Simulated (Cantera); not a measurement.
What does this Cantera script print?

```python
import numpy as np
import cantera as ct

gas = ct.Solution("gri30.yaml")
gas.TPX = 575, 100000, {'CH4': 1, 'H2': 0.7, 'O2': 2.14, 'N2': 9.83, 'CO2': 1.3}
flame = ct.FreeFlame(gas, width=0.04)
flame.set_refine_criteria(ratio=3, slope=0.08, curve=0.16)
flame.transport_model = "mixture-averaged"
flame.solve(loglevel=0, auto=True)
z, T = flame.grid, flame.T
thick = (T[-1] - T[0]) / np.gradient(T, z).max()
show = ['CH4', 'H2', 'O2', 'NO', 'CH2CO', 'CH2O']
print(f"laminar burning velocity  {flame.velocity[0] * 100:.3f} cm/s")
print(f"burnt temperature         {T[-1]:.1f} K")
print(f"thermal thickness         {thick * 1e3:.4f} mm")
print(f"grid points               {len(z)}")
z0 = z[flame.heat_release_rate.argmax()]
print(f"{'z/mm':>9s}{'T/K':>9s}{'u/(m/s)':>9s}" + "".join(f"{s:>11s}" for s in show))
rows = []
for k in (-3, -2, -1.5, -1, -0.5, -0.25, 0, 0.25, 0.5, 1, 2, 4, 8):
    zz = z0 + k * thick
    rows.append([k * thick, np.interp(zz, z, T), np.interp(zz, z, flame.velocity),
                 *(np.interp(zz, z, flame.X[gas.species_index(s)]) for s in show)])
    print(f"{rows[-1][0] * 1e3:9.3f}{rows[-1][1]:9.1f}{rows[-1][2]:9.3f}" + "".join(f"{x:11.3e}" for x in rows[-1][3:]))
```

Output:

```
laminar burning velocity  68.399 cm/s
burnt temperature         2057.3 K
thermal thickness         0.5077 mm
grid points               135
     z/mm      T/K  u/(m/s)        CH4         H2         O2         NO      CH2CO       CH2O
   -1.523    575.2    0.684  6.685e-02  4.583e-02  1.431e-01  1.562e-10  2.484e-10  6.656e-08
   -1.015    577.8    0.686  6.682e-02  4.410e-02  1.432e-01  2.444e-09  7.482e-09  1.462e-06
   -0.762    587.4    0.696  6.639e-02  4.203e-02  1.429e-01  1.319e-08  6.038e-08  9.516e-06
   -0.508    640.4    0.758  6.354e-02  3.820e-02  1.397e-01  1.060e-07  7.220e-07  7.895e-05
   -0.254    937.6    1.113  4.671e-02  3.198e-02  1.155e-01  1.184e-06  1.293e-05  5.256e-04
   -0.127   1267.3    1.513  2.703e-02  2.832e-02  8.370e-02  2.817e-06  4.524e-05  6.868e-04
    0.000   1598.2    1.919  6.855e-03  2.295e-02  4.459e-02  5.666e-06  5.325e-05  4.180e-04
    0.127   1739.2    2.091  4.781e-04  1.590e-02  2.162e-02  9.301e-06  6.491e-06  6.009e-05
    0.254   1782.6    2.138  1.592e-05  1.267e-02  1.437e-02  1.164e-05  1.732e-07  2.462e-06
    0.508   1831.9    2.190  2.649e-08  1.143e-02  1.080e-02  1.384e-05  1.678e-10  4.887e-09
    1.015   1889.3    2.251  1.522e-12  1.033e-02  8.287e-03  1.603e-05  8.592e-15  1.502e-10
    2.031   1946.6    2.311  8.019e-16  8.927e-03  5.748e-03  1.857e-05  8.111e-18  1.090e-10
    4.061   1992.9    2.359  4.129e-16  7.682e-03  3.532e-03  2.146e-05  3.940e-18  8.207e-11
```

Model: GRI-Mech 3.0 (53 species, 325 reactions), integrated in Cantera. Burning velocities carry a grid error of a few per cent, more on coarse grids.
